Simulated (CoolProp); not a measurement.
The numbers come from the reference Helmholtz-energy equation of state, Schmidt 1985 in CoolProp.

Problem. Give the vapour pressure (MPa), liquid density (kg/m³), vapour density (kg/m³), enthalpy of vaporisation (kJ/kg) of saturated oxygen at 118.2, 126.1 K.

Solution. 
| T (K) | p (MPa) | liquid density (kg/m³) | vapour density (kg/m³) | enthalpy of vaporisation (kJ/kg) |
|---|---|---|---|---|
| 118.2 | 0.920 | 986 | 35.4 | 177 |
| 126.1 | 1.43 | 932 | 55.4 | 162 |
